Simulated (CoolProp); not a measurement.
Benzene along the isotherm 230.15 °C: density (kg/m³) from the reference equation and from simpler models built on Tc = 288.9 °C, pc = 4.906 MPa, ω = 0.211; each cubic takes its own stable root.

Values from CoolProp's reference Helmholtz-energy equation of state, Thol 2012.

```json
[
 {"p (MPa)": "0.273", "phase": "gas", "reference": "5.242"},
 {"p (MPa)": "0.545", "phase": "gas", "reference": "10.79"},
 {"p (MPa)": "0.818", "phase": "gas", "reference": "16.74"},
 {"p (MPa)": "1.09", "phase": "gas", "reference": "23.14"},
 {"p (MPa)": "1.36", "phase": "gas", "reference": "30.07"},
 {"p (MPa)": "1.64", "phase": "gas", "reference": "38.05"},
 {"p (MPa)": "1.91", "phase": "gas", "reference": "46.78"},
 {"p (MPa)": "2.18", "phase": "gas", "reference": "57.03"},
 {"p (MPa)": "2.45", "phase": "liquid", "reference": "605.4"}
]
```

How far does each simpler model (van der Waals, Redlich-Kwong, Soave-Redlich-Kwong, Peng-Robinson) lie from the reference over these 9 states: mean and median of the absolute difference, and the worst?


- van der Waals: mean 13.7 %, median 4.1 %, worst -90.0 % at 230.15 °C and 2.45 MPa
- Redlich-Kwong: mean 11.2 %, median 1.3 %, worst -89.2 % at 230.15 °C and 2.45 MPa
- Soave-Redlich-Kwong: mean 2.2 %, median 0.6 %, worst -14.4 % at 230.15 °C and 2.45 MPa
- Peng-Robinson: mean 0.8 %, median 0.7 %, worst -3.0 % at 230.15 °C and 2.45 MPa

At some of these states van der Waals, Redlich-Kwong gives the other phase, because its saturation line lies elsewhere.
